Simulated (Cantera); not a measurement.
An adiabatic, constant-pressure homogeneous reactor starts with CH₄ : O₂ : N₂ = 1 : 0.952 : 9.05 (molar parts), equivalence ratio 2.1, at 1325 K and 170000 Pa. Integrator tolerance rtol = 1e-08.

Model: GRI-Mech 3.0 (53 species, 325 reactions), integrated in Cantera.

```tsv
quantity	before	after
time of steepest temperature rise	21.9 ms	79.7 ms
temperature at 0.400 s	1907 K	1817 K
equilibrium temperature	1907 K	1813 K
x(CH₄) at 0.400 s	5.90e-7 (gas-phase equilibrium 3.18e-10)	0.000639 (gas-phase equilibrium 6.78e-10)
x(O₂) at 0.400 s	4.55e-9 (gas-phase equilibrium 4.57e-9)	9.72e-10 (gas-phase equilibrium 8.40e-10)
x(C₂H) at 0.400 s	1.26e-12 (gas-phase equilibrium <1e-12)	5.02e-9 (gas-phase equilibrium <1e-12)
x(HCN) at 0.400 s	2.48e-6 (gas-phase equilibrium 1.20e-7)	5.64e-6 (gas-phase equilibrium 1.24e-7)
x(HO₂) at 0.400 s	3.13e-12 (gas-phase equilibrium 3.14e-12)	<1e-12 (gas-phase equilibrium <1e-12)
x(NO₂) at 0.400 s	4.49e-12 (gas-phase equilibrium <1e-12)	<1e-12 (gas-phase equilibrium <1e-12)
x(H₂O₂) at 0.400 s	7.59e-12 (gas-phase equilibrium 7.63e-12)	2.59e-12 (gas-phase equilibrium 2.25e-12)
```

What was changed between the two runs?
(A) initial temperature 1325 to 1350 K
(B) N2 9.05 to 15 parts
(C) initial temperature 1325 to 1225 K
(D) initial temperature 1325 to 1798 K

C, initial temperature 1325 to 1225 K
